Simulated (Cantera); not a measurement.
Charge: 1 mol MgO, 44 mol HF, 2.4 mol N2, held at 1000 K and 1.00e-5 bar.

Method: chemical equilibrium by Gibbs-energy minimisation in Cantera with the NASA 1993 tables (ideal gas, pure condensed phases). Candidate condensed phases: H2O, Mg, MgF2, MgO, Mg(OH)2; 50 gas species. Equilibrium is a limit: real reactors are often held back by kinetics, nucleation or transport.

Base state: HF 0.925, N2 0.0529, H2O 0.0220 (mole fractions); condensed: MgF2(s).

**Question.** What changes in the equilibrium state with this change: temperature from 1000 K to 1823.15 K?

**Answer.** 
```tsv
species	before	after
HF	0.925	0.897
N2	0.0529	0.0510
MgF2	1.46e-6	0.0190
H2O	0.0220	0.0106
H	<1e-9	0.00866
O	<1e-9	0.00267
Mg	<1e-9	0.00120
MgF	<1e-9	0.00109
F	<1e-9	0.000364
MgF2(s), mol	1.000	0
```
